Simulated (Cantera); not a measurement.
Thermodynamics of metals in furnace atmospheres, feed Pb + H2O + H2 + O2

A closed system holds: 1 mol Pb, 0.099 mol H2O, 21 mol H2, 0.0034 mol O2, held at 4.40 bar.

Cantera equilibrium calculation (NASA polynomials, part measured and part estimated; ideal gas, pure solids and liquids). Candidate condensed phases: H2O, Pb, PbO, PbO2, Pb3O4; 12 gas species. The numbers say what is thermodynamically allowed, not how fast it happens.

From 750 K to 1750 K the condensed part is Pb(l). From 1850 K to 1950 K nothing is condensed.

```
T (K)  log p H2  log p Pb  log p H2O  log p H  log p Pb2  log p PbO  n Pb(l)
-----  --------  --------  ---------  -------  ---------  ---------  -------
750        0.64     -8.02      -1.66     <-11       <-11       <-11     1.00
850        0.64     -6.50      -1.66   -10.37       <-11       <-11    1.000
950        0.64     -5.30      -1.66    -8.93     -11.14       <-11    1.000
1050       0.64     -4.33      -1.66    -7.77      -9.53       <-11    1.000
1150       0.64     -3.54      -1.66    -6.81      -8.20     -10.56    0.999
1250       0.64     -2.87      -1.66    -6.00      -7.09      -9.45    0.994
1350       0.64     -2.31      -1.66    -5.30      -6.15      -8.50    0.977
1450       0.64     -1.83      -1.66    -4.70      -5.35      -7.69    0.928
1550       0.64     -1.41      -1.66    -4.18      -4.65      -6.98    0.810
1650       0.63     -1.04      -1.67    -3.73      -4.04      -6.36    0.552
1750       0.62     -0.72      -1.68    -3.32      -3.51      -5.82   0.0315
1850       0.62     -0.70      -1.68    -2.96      -3.58      -5.60        0
1950       0.62     -0.70      -1.68    -2.63      -3.67      -5.42        0
```
log p: log10 of the partial pressure in bar; n: condensed amount in mol.
